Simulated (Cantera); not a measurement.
Charge: 1 mol BN, 2.3 mol O2, held at 173 Torr.

Cantera equilibrium calculation (NASA polynomials, part measured and part estimated; ideal gas, pure solids and liquids). Candidate condensed phases: B, BN, B2O3; 17 gas species. Kinetics and transport are ignored.

### Question
At 1727 °C, list the 5 most abundant gas species with their mole fractions, and the condensed phases.

### Answer
O2 0.601, N2 0.193, B2O3 0.179, BO2 0.0192, NO 0.00642. Condensed: B2O3(l).
